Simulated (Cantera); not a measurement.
**Equilibrium for boron, boron nitride and boron oxide: BCl3 + NH3 + H2O**

A closed system holds: 1 mol BCl3, 0.41 mol NH3, 2.3 mol H2O, equilibrated at 1925 °C and 49.0 Pa.

Cantera equilibrium calculation (NASA polynomials, part measured and part estimated; ideal gas, pure solids and liquids). Candidate condensed phases: B, BN, B2O3, B3O3H3, H2O, NH4Cl; 49 gas species. The tables' values for BOCl are old estimates; treat these amounts as uncertain. The numbers say what is thermodynamically allowed, not how fast it happens.

```json
{
  "x(HCl)": "0.332",
  "x(Cl)": "0.162",
  "x(H2)": "0.141",
  "x(HBO2)": "0.0986",
  "x(H)": "0.0944",
  "x(H2O)": "0.0765",
  "x(N2)": "0.0340",
  "x(B2O3)": "0.0177",
  "x(BO)": "0.0154",
  "gas_amount": "6.019 mol",
  "log10 activity of B(s) (absent)": "-6.58"
}
```
